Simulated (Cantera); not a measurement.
**Low-pressure radical oxidation in H2/O2**

An isothermal, constant-pressure homogeneous reactor starts with H₂ : O₂ : N₂ = 0.12 : 1 : 0.21 (molar parts), equivalence ratio 0.060, at 925 K and 2670 Pa.

Computed with Cantera and GRI-Mech 3.0 (53 species, 325 reactions). Radical loss at walls, strong at low pressure, is not modelled. Below about 950 K walls govern HO2 and H2O2 in real vessels. The temperature is held fixed by assumption; the heat of reaction is taken as removed at once.

```csv
t (s),x H₂,x O₂,x H₂O₂,x H,x O
2.00e-6,0.0902,0.752,<1e-12,<1e-12,<1e-12
1.50e-5,0.0902,0.752,<1e-12,2.05e-12,<1e-12
0.000112,0.0902,0.752,<1e-12,1.46e-11,4.71e-12
0.000843,0.0902,0.752,<1e-12,7.73e-10,5.83e-10
0.00632,0.0110,0.728,7.31e-7,0.0156,0.00921
0.0474,0.000146,0.740,2.28e-7,5.04e-6,9.16e-5
0.356,5.35e-6,0.740,5.21e-8,3.39e-8,3.18e-6
2.67,4.86e-8,0.740,8.45e-9,3.00e-10,1.42e-7
20.0,9.78e-10,0.740,1.37e-9,7.51e-12,1.24e-8
```
x: mole fraction; the columns are a selection and need not sum to one.

Equilibrium at this temperature and pressure: H₂ 5.29e-12, O₂ 0.740, H₂O₂ 1.33e-11, H <1e-12, O 7.10e-11 (gas phase only).
